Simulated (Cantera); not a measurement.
A closed system holds: 1 mol Si, 0.68 mol H2O, 6.9 mol CO, 0.062 mol NH3, equilibrated at 50.0 mbar.

These are equilibrium values from Cantera (NASA tables, ideal gas, pure condensed phases), not measurements of a reactor. Candidate condensed phases: C, C6H6, C7H8, C8H18, H2O, Si, SiC, SiO2, Si2N2O, Si3N4; 151 gas species. Mutual solubility and eutectic melting of coexisting phases are not modelled. The tables hold silica as quartz up to 1696 K and as liquid above; real silica turns to tridymite and cristobalite and melts near 1996 K. Kinetics and transport are ignored.

x: gas mole fraction; n: condensed amount in mol.

```tsv
T (K)	x CO	x H2	x SiO	x N2	x H	n C(graphite)	n SiO2(β-quartz)	n SiC(s)	n SiO2(condensed)
1500	0.874	0.121	0.000457	0.00484	2.74e-5	1.32	0.997	0	0
1550	0.887	0.106	0.00242	0.00424	4.59e-5	0	0.548	0.434	0
1600	0.883	0.105	___	0.00421	___	0	0.522	0.421	0
1650	0.870	0.103	0.0227	0.00413	0.000130	0	0.446	0.383	0
1700	0.835	0.0973	0.0636	0.00390	0.000206	0	0	0.272	0.224
1750	0.804	0.0920	0.100	0.00369	0.000316	0	0	0.160	0
1800	0.804	0.0919	0.100	0.00368	0.000485	0	0	0.160	0
1850	0.804	0.0918	0.100	0.00368	0.000730	0	0	0.160	0
1900	0.803	0.0916	0.100	0.00367	___	0	0	0.160	0
1950	0.803	0.0913	0.100	0.00366	0.00155	0	0	0.159	0
```

Question: What belongs in the gaps?

Answer: 
- 1900, x H: 0.00107
- 1600, x SiO: 0.00768
- 1600, x H: 7.89e-5
